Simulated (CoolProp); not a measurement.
Vapour-liquid equilibrium of isobutane (1) + n-butane (2) at 301.5 K; x and y are mole fractions of (1).

Computed with CoolProp (multi-fluid Helmholtz-energy mixture model, Bücker 2006 and Bücker 2006; pair parameters Kunz 2012).

```csv
x,bubble pressure (bar),y at the bubble point,dew pressure at overall composition x (bar),liquid density (mol/L)
0.05,___,___,2.739,9.769
0.15,2.870,0.196,2.827,9.731
0.25,2.985,___,___,9.692
0.35,3.101,0.426,___,9.653
0.45,3.216,0.530,3.126,9.613
0.55,3.332,0.627,3.239,9.574
0.65,3.448,___,3.360,9.535
0.75,3.565,0.805,___,9.496
0.85,3.683,0.886,___,9.458
0.95,3.803,0.963,3.782,9.420
```

Some entries are withheld; supply them.


- 0.05, bubble pressure (bar): 2.755
- 0.05, y at the bubble point: 0.068
- 0.25, y at the bubble point: 0.315
- 0.25, dew pressure at overall composition x (bar): 2.921
- 0.35, dew pressure at overall composition x (bar): 3.020
- 0.65, y at the bubble point: 0.719
- 0.75, dew pressure at overall composition x (bar): 3.490
- 0.85, dew pressure at overall composition x (bar): 3.630

No azeotrope shows between x = 0.05 and 0.95.

The pair parameters rest on a limited set of measurements; away from them the model extrapolates.
